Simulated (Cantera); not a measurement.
Feed: 1 mol Si(CH₃)₄, 0.14 mol C₂H₂, 21 mol H₂, held at 0.100 bar.

These are equilibrium values from Cantera (NASA tables, ideal gas, pure condensed phases), not measurements of a reactor. Candidate condensed phases: C, C₆H₆, C₇H₈, C₈H₁₈, Si, SiC; 87 gas species. Gases not in the tables: Si₂H₆ and higher silanes. Rates play no part.

Task: At 2498 K, list the 6 most abundant gas species with their mole fractions, and the condensed phases.

Result: H₂ 0.899, H 0.0747, Si 0.0112, C₂H₂ (acetylene) 0.00964, SiC₂ 0.00288, Si₂C 0.00159. Condensed: C(graphite) + SiC(s).
